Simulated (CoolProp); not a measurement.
Properties of methane along the isobar 101 kPa.

Computed with CoolProp (reference Helmholtz-energy equation of state, Setzmann 1991).

```json
[
 {"T (K)": "99.4", "phase": "liquid", "isothermal compressibility (1/MPa)": "0.001720", "fugacity coefficient": "0.3155"},
 {"T (K)": "138", "phase": "gas", "isothermal compressibility (1/MPa)": "10.10", "fugacity coefficient": "0.9814"},
 {"T (K)": "176.6", "phase": "gas", "isothermal compressibility (1/MPa)": "9.994", "fugacity coefficient": "0.9909"},
 {"T (K)": "215.3", "phase": "gas", "isothermal compressibility (1/MPa)": "9.952", "fugacity coefficient": "0.9949"},
 {"T (K)": "253.9", "phase": "gas", "isothermal compressibility (1/MPa)": "9.931", "fugacity coefficient": "0.9970"},
 {"T (K)": "292.5", "phase": "gas", "isothermal compressibility (1/MPa)": "9.920", "fugacity coefficient": "0.9981"},
 {"T (K)": "331.1", "phase": "gas", "isothermal compressibility (1/MPa)": "9.913", "fugacity coefficient": "0.9988"},
 {"T (K)": "369.8", "phase": "gas", "isothermal compressibility (1/MPa)": "9.908", "fugacity coefficient": "0.9993"},
 {"T (K)": "408.4", "phase": "gas", "isothermal compressibility (1/MPa)": "9.905", "fugacity coefficient": "0.9996"},
 {"T (K)": "447", "phase": "gas", "isothermal compressibility (1/MPa)": "9.903", "fugacity coefficient": "0.9998"}
]
```
